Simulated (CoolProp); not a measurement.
Aqueous magnesium chloride as a coolant, 18 % by mass, freezing at -23.4 °C, 1 atm.

Values from CoolProp's Melinder's fits for secondary coolants.

| T (°C) | density (kg/m³) | conductivity (W/(m K)) | viscosity (mPa s) | Prandtl number |
|---|---|---|---|---|
| -17.3 | 1166 | 0.491 | 7.69 | 48.6 |
| -10.7 | 1165 | (withheld) | 6.03 | 37.5 |
| -4.1 | 1164 | (withheld) | 4.79 | 29.3 |
| 2.5 | 1162 | 0.524 | 3.85 | 23.2 |
| 9 | (withheld) | 0.535 | 3.14 | 18.6 |
| 15.6 | (withheld) | 0.546 | 2.57 | (withheld) |
| 22.2 | 1155 | 0.558 | 2.11 | (withheld) |
| 28.8 | 1152 | 0.569 | 1.74 | 9.87 |
| 35.4 | 1149 | 0.579 | 1.43 | 8.03 |

**Question.** Some entries are withheld; supply them.

**Answer.** 
- -10.7, conductivity (W/(m K)): 0.502
- -4.1, conductivity (W/(m K)): 0.513
- 9, density (kg/m³): 1160
- 15.6, density (kg/m³): 1157
- 15.6, Prandtl number: 15.0
- 22.2, Prandtl number: 12.1
